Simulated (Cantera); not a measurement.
## Equilibrium for hydrogen reduction and annealing atmospheres: Cr2O3 + H2 + N2

Input: 1 mol Cr2O3, a varied amount of H2, 51 mol N2, at 1698 K and 13.3 mbar.

Method: chemical equilibrium by Gibbs-energy minimisation in Cantera with the NASA 1993 tables (ideal gas, pure condensed phases). Candidate condensed phases: Cr, CrN, Cr2N, Cr2O3, H2O; 29 gas species. Mutual solubility and eutectic melting of coexisting phases are not modelled. Rates play no part.

```
n(H2) (mol)  log p N2  log p H2  log p H2O  log p Cr  log p H  log p CrO  log p OH  log p NH3  n Cr2O3(s)  n Cr(s)
-----------  --------  --------  ---------  --------  -------  ---------  --------  ---------  ----------  -------
11              -1.96     -2.63      -4.83     -5.00    -5.15      -7.55     -8.64      -9.36       0.977        0
13              -1.97     -2.57      -4.79     -4.97    -5.13      -7.54     -8.64      -9.28       0.974        0
16              -1.99     -2.50      -4.75     -4.93    -5.09      -7.52     -8.63      -9.18       0.970        0
20              -2.02     -2.43      -4.71     -4.88    -5.05      -7.51     -8.62      -9.09       0.965        0
25              -2.05     -2.36      -4.67     -4.84    -5.02      -7.50     -8.61      -9.00       0.959        0
31              -2.08     -2.30      -4.63     -4.81    -4.99      -7.48     -8.61      -8.93       0.952        0
39              -2.12     -2.24      -4.59     -4.77    -4.96      -7.47     -8.60      -8.86       0.943        0
48              -2.16     -2.19      -4.57     -4.74    -4.94      -7.46     -8.60      -8.81       0.932        0
60              -2.21     -2.15      -4.54     -4.71    -4.91      -7.45     -8.59      -8.76       0.919        0
75              -2.27     -2.10      -4.51     -4.69    -4.89      -7.45     -8.58      -8.73       0.902  0.00471
93              -2.33     -2.07      -4.47     -4.69    -4.87      -7.45     -8.57      -8.70       0.878   0.0244
110             -2.38     -2.04      -4.45     -4.69    -4.86      -7.45     -8.55      -8.69       0.856   0.0431
140             -2.45     -2.01      -4.42     -4.69    -4.85      -7.45     -8.54      -8.68       0.817   0.0760
```
log p: log10 of the partial pressure in bar; n: condensed amount in mol.

From 11 mol H2 to 60 mol H2 the condensed part is Cr2O3(s). From 75 mol H2 to 140 mol H2 the condensed part is Cr(s) + Cr2O3(s). The main Cr-bearing gas is Cr throughout. The share of Cr in condensed phases is highest at 11 mol H2 (97.7 %) and lowest at 140 mol H2 (85.5 %).
